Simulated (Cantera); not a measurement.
# Reactions in the system Ca-F-S

Standard-state values (1 bar) from the NASA 1993 polynomials, evaluated with Cantera. Values are per mole of reaction as written; species without (g) are pure solids or liquids, kept so even where they would boil at 1 bar.

S2(g) + 4 CaF2 = 4 Ca + 2 SF4(g)

| T (K) | ΔH° (kJ) | ΔS° (J/K) | ΔG° (kJ) | log10 K | condensed phases |
|---|---|---|---|---|---|
| 300 | 3248.8 | 266.6 | 3168.8 | -551.73 | CaF2(s), Ca(s) |
| 950 | 3224.3 | 221.9 | 3013.6 | -165.69 | CaF2(s), Ca(s) |
| 1050 | 3218.4 | 215.9 | 2991.7 | -148.82 | CaF2(s), Ca(s) |
| 1150 | 3246.5 | 241.1 | 2969.3 | -134.87 | CaF2(s), Ca(l) |
| 1250 | 3240.2 | 235.8 | 2945.4 | -123.08 | CaF2(s), Ca(l) |
| 1350 | 3232.6 | 230.0 | 2922.2 | -113.06 | CaF2(s), Ca(l) |
| 1450 | 3202.7 | 208.8 | 2899.8 | -104.46 | CaF2(s), Ca(l) |
| 1550 | 3185.7 | 197.6 | 2879.5 | -97.04 | CaF2(s), Ca(l) |
| 1650 | 3168.4 | 186.7 | 2860.3 | -90.55 | CaF2(s), Ca(l) |
| 1750 | 3038.0 | 109.6 | 2846.2 | -84.95 | CaF2(l), Ca(l) |
| 1850 | 3030.6 | 105.5 | 2835.4 | -80.06 | CaF2(l), Ca(l) |
| 1950 | 3023.3 | 101.6 | 2825.1 | -75.67 | CaF2(l), Ca(l) |

4 F(g) + CaS = Ca(g) + SF4(g)

```
T (K)  ΔH° (kJ)  ΔS° (J/K)  ΔG° (kJ)  log10 K
-----  --------  ---------  --------  -------
300      -429.8     -237.3    -358.6    62.44
950      -444.3     -265.7    -191.9    10.55
1050     -445.7     -267.2    -165.2     8.22
1150     -447.2     -268.5    -138.4     6.29
1250     -448.5     -269.6    -111.5     4.66
1350     -449.9     -270.6     -84.5     3.27
1450     -451.2     -271.6     -57.4     2.07
1550     -452.6     -272.5     -30.2     1.02
1650     -453.9     -273.3      -2.9     0.09
1750     -455.2     -274.1      24.5    -0.73
1850     -456.6     -274.9      51.9    -1.47
1950     -457.9     -275.6      79.4    -2.13
```
